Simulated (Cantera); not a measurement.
Input: 1 mol PbO, 5.8 mol H₂, 1.2 mol H₂O, equilibrated at 140 Pa.

Equilibrium computed with Cantera from the NASA thermochemical tables; the gas is ideal and each condensed phase is pure. Candidate condensed phases: H₂O, Pb, PbO, PbO₂, Pb₃O₄; 12 gas species. Rates play no part.

Task: At 1300 °C, list the 4 most abundant gas species with their mole fractions, and the condensed phases.

Result: H₂ 0.599, H₂O 0.275, Pb 0.125, H 0.000841. Condensed: gas only.
